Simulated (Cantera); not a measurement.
Standard-state values (1 bar) from the NASA 1993 polynomials, evaluated with Cantera. Values are per mole of reaction as written; species without (g) are pure solids or liquids, kept so even where they would boil at 1 bar.

Mg(g) + NO(g) = N(g) + MgO, with ΔH° = -366.9 kJ and ΔS° = -179.1 J/K at 300 K.

**Question.** How far is the shortcut ΔG° ≈ ΔH°(300 K) − T·ΔS°(300 K) from the full temperature-dependent value at 1050, 1150, 1250, 1350, 1450, 1550 K?

**Answer.** 
```csv
T (K),shortcut (kJ),full (kJ),difference (kJ),difference in log10 K
1050,-178.9,-186.5,7.6,-0.38
1150,-161.0,-170.5,9.5,-0.43
1250,-143.0,-154.7,11.6,-0.49
1350,-125.1,-138.9,13.8,-0.53
1450,-107.2,-123.4,16.2,-0.58
1550,-89.3,-107.9,18.6,-0.63
```
The shortcut ignores the heat-capacity change of the reaction.
